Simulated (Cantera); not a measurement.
Input (Python, Cantera) and output of one run.

```python
import numpy as np
import cantera as ct

gas_names = """
    C CO COS CO2 CS CS2 C2 C2O C3 C3O2 C4 C5 Mg MgO MgS Mg2 O O2 O3 S SO SO2 SO3 S2 S2O S8
""".split()
cond_names = """
    C(gr) Mg(cr) Mg(L) MgCO3(s) MgO(s) MgO(L) MgS(s) MgSO4(s) MgSO4(L) S(cr1) S(cr2) S(L)
""".split()


# ... load() reads the species with a 1 bar reference pressure and builds the phases ...
atoms = {
    'MgO': {'Mg': 1, 'O': 1},
    'SO3': {'S': 1, 'O': 3},
    'CO2': {'C': 1, 'O': 2},
}
top_T = {'C(gr)': 4500, 'MgS(s)': 2250}  # K; cautious upper limits of use, not melting points


# ... equilibrate(T, P, feed) seeds the gas with the atoms and calls Mixture.equilibrate('TP', solver="vcs", rtol=1e-11, max_steps=5000) ...
results = []
feed = {'MgO': 1, 'SO3': 1.1, 'CO2': 4.5}  # mol
P = 240000  # Pa
for T in [898, 948, 998, 1048, 1098, 1148, 1198, 1248, 1298, 1348, 1398]:
    mix = equilibrate(T, P, feed)
    results.append((T, P, feed, dict(zip(mix.species_names, mix.species_moles))))

top = {s: max(r[3][s] / sum(r[3][g] for g in gas_names) for r in results) for s in gas_names}
cols = sorted((s for s in top if top[s] > 0.0001), key=lambda s: -top[s])[:5]
seen = [c for c in cond_names if any(r[3].get(c, 0) > 1e-12 for r in results)]
print("log10 of partial pressures in bar; condensed amounts in mol")
print(f"{'T/K':>10s}" + "".join(f"{s[:9]:>10s}" for s in cols + seen))
for T, P, feed, n in results:
    ng = sum(n[g] for g in gas_names)
    print(f"{T:10.4g}" + "".join(f"{np.log10(max(n[s] / ng * P / 1e5, 1e-99)):10.3f}" for s in cols)
          + "".join(f"{n.get(c, 0):10.4g}" for c in seen))
```

It prints:

```
log10 of partial pressures in bar; condensed amounts in mol
       T/K       CO2       SO2        O2       SO3    MgO(s)  MgSO4(s)
       898     0.368    -1.545    -1.846    -1.631         0         1
       948     0.367    -1.450    -1.751    -1.788         0         1
       998     0.367    -1.388    -1.689    -1.966         0         1
      1048     0.367    -1.350    -1.651    -2.152         0         1
      1098     0.366    -1.327    -1.628    -2.339         0         1
      1148     0.366    -1.313    -1.614    -2.519         0         1
      1198     0.366    -1.305    -1.606    -2.690         0         1
      1248     0.353    -1.028    -1.329    -2.445   0.09414    0.9059
      1298     0.310    -0.635    -0.936    -2.010    0.4325    0.5675
      1348     0.246    -0.383    -0.684    -1.776         1         0
      1398     0.246    -0.379    -0.680    -1.903         1         0
```

Equilibrium computed with Cantera from the NASA thermochemical tables; the gas is ideal and each condensed phase is pure. Mutual solubility and eutectic melting of coexisting phases are not modelled.
